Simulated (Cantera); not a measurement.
## Silicon carbide growth: SiCl4 + CH4 + H2

Charge: 1 mol SiCl4, 1.3 mol CH4, 2.6 mol H2, held at 0.100 bar.

Cantera equilibrium calculation (NASA polynomials, part measured and part estimated; ideal gas, pure solids and liquids). Candidate condensed phases: C, C6H6, C7H8, C8H18, Si, SiC; 109 gas species. The tables' values for SiCl3, SiCl are old estimates; treat these amounts as uncertain. Gases not in the tables: Si2H6 and higher silanes. Equilibrium is a limit: real reactors are often held back by kinetics, nucleation or transport.

```json
[
 {"T (K)": "950", "log p H2": "-1.12", "log p HCl": "-1.99", "log p SiCl4": "-1.89", "log p SiCl2": "-6.29", "log p H": "-9.82", "log p Cl": "-10.71", "log p CH4": "-3.02", "n C(graphite)": "1.09", "n SiC(s)": "0.153"},
 {"T (K)": "1100", "log p H2": "-1.17", "log p HCl": "-1.66", "log p SiCl4": "-2.03", "log p SiCl2": "-4.90", "log p H": "-8.17", "log p Cl": "-8.71", "log p CH4": "-3.78", "n C(graphite)": "0.939", "n SiC(s)": "0.350"},
 {"T (K)": "1250", "log p H2": "-1.23", "log p HCl": "-1.46", "log p SiCl4": "-2.27", "log p SiCl2": "-3.92", "log p H": "-6.93", "log p Cl": "-7.22", "log p CH4": "-4.42", "n C(graphite)": "0.716", "n SiC(s)": "0.581"},
 {"T (K)": "1400", "log p H2": "-1.29", "log p HCl": "-1.35", "log p SiCl4": "-2.65", "log p SiCl2": "-3.26", "log p H": "-5.96", "log p Cl": "-6.10", "log p CH4": "-4.94", "n C(graphite)": "0.546", "n SiC(s)": "0.753"},
 {"T (K)": "1550", "log p H2": "-1.31", "log p HCl": "-1.31", "log p SiCl4": "-3.19", "log p SiCl2": "-2.84", "log p H": "-5.16", "log p Cl": "-5.26", "log p CH4": "-5.32", "n C(graphite)": "0.495", "n SiC(s)": "0.805"},
 {"T (K)": "1700", "log p H2": "-1.32", "log p HCl": "-1.31", "log p SiCl4": "-3.79", "log p SiCl2": "-2.59", "log p H": "-4.49", "log p Cl": "-4.60", "log p CH4": "-5.59", "n C(graphite)": "0.532", "n SiC(s)": "0.768"},
 {"T (K)": "1850", "log p H2": "-1.31", "log p HCl": "-1.33", "log p SiCl4": "-4.38", "log p SiCl2": "-2.41", "log p H": "-3.92", "log p Cl": "-4.06", "log p CH4": "-5.81", "n C(graphite)": "0.604", "n SiC(s)": "0.694"},
 {"T (K)": "2000", "log p H2": "-1.30", "log p HCl": "-1.36", "log p SiCl4": "-4.91", "log p SiCl2": "-2.29", "log p H": "-3.44", "log p Cl": "-3.62", "log p CH4": "-5.98", "n C(graphite)": "0.685", "n SiC(s)": "0.610"},
 {"T (K)": "2150", "log p H2": "-1.30", "log p HCl": "-1.38", "log p SiCl4": "-5.40", "log p SiCl2": "-2.20", "log p H": "-3.02", "log p Cl": "-3.25", "log p CH4": "-6.13", "n C(graphite)": "0.762", "n SiC(s)": "0.523"},
 {"T (K)": "2300", "log p H2": "-1.30", "log p HCl": "-1.42", "log p SiCl4": "-5.86", "log p SiCl2": "-2.14", "log p H": "-2.66", "log p Cl": "-2.93", "log p CH4": "-6.26", "n C(graphite)": "0.835", "n SiC(s)": "0.429"},
 {"T (K)": "2450", "log p H2": "-1.31", "log p HCl": "-1.46", "log p SiCl4": "-6.30", "log p SiCl2": "-2.11", "log p H": "-2.35", "log p Cl": "-2.66", "log p CH4": "-6.41", "n C(graphite)": "0.924", "n SiC(s)": "0.281"}
]
```
log p: log10 of the partial pressure in bar; n: condensed amount in mol.

From 950 K to 2450 K the condensed part is C(graphite) + SiC(s). The main Si-bearing gas is SiCl4 at 950 K and SiCl2 at 2450 K. The share of Si in condensed phases is highest at 1550 K (80.5 %) and lowest at 950 K (15.3 %).
